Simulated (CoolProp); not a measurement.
A single-stage vapour-compression cycle with R407C: evaporating at 275.15 K (dew point), condensing at 297.15 K (bubble point), superheat 8 K, subcooling 8 K, compressor efficiency 0.7, no pressure losses. Each further row changes one setting.

The numbers come from the reference Helmholtz-energy equation of state, Lemmon 2003 in CoolProp. It is a pseudo-pure fit of the blend.

| case | cooling COP | pressure ratio | discharge temperature (K) | refrigerating effect (kJ/kg) | volumetric capacity (kJ/m³) |
|---|---|---|---|---|---|
| as stated | 6.35 | 2.35 | 327.4 | 195 | 3930 |
| evaporating temperature 280.15 K | 8.05 | (withheld) | 323.9 | 197 | 4690 |
| condensing temperature 292.15 K | 7.89 | 2.04 | 320.0 | 202 | 4080 |
| subcooling 13 K | (withheld) | 2.35 | 327.4 | 202 | 4080 |
| superheat 18 K | 6.31 | 2.35 | (withheld) | 204 | 3910 |
| compressor efficiency 0.6 | (withheld) | 2.35 | (withheld) | 195 | 3930 |

Complete the blanks.


- evaporating temperature 280.15 K, pressure ratio: 1.98
- subcooling 13 K, cooling COP: 6.59
- superheat 18 K, discharge temperature (K): 337.9
- compressor efficiency 0.6, cooling COP: 5.44
- compressor efficiency 0.6, discharge temperature (K): 332.3
